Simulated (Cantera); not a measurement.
Input: 1 mol Si, 0.1 mol H2O, 0.055 mol H2, equilibrated at 1375 °C and 1500 Torr.

Method: chemical equilibrium by Gibbs-energy minimisation in Cantera with the NASA 1993 tables (ideal gas, pure condensed phases). Candidate condensed phases: H2O, Si, SiO2; 18 gas species. Mutual solubility and eutectic melting of coexisting phases are not modelled. The tables hold silica as quartz up to 1696 K and as liquid above; real silica turns to tridymite and cristobalite and melts near 1996 K. The numbers say what is thermodynamically allowed, not how fast it happens.

Base state: H2 0.997, SiO 0.00299, H 6.29e-5, H2O 1.39e-5 (mole fractions); condensed: Si(s) + SiO2(β-quartz).

Question: What changes in the equilibrium state with this change: temperature from 1375 °C to 902 °C?

Answer: 
```csv
species,before,after
H2,0.997,1.000
SiO,0.00299,1.29e-7
H,6.29e-5,8.67e-8
H2O,1.39e-5,3.76e-8
"Si(s), mol",0.950,0.950
"SiO2(β-quartz), mol",0.0498,0.0500
```
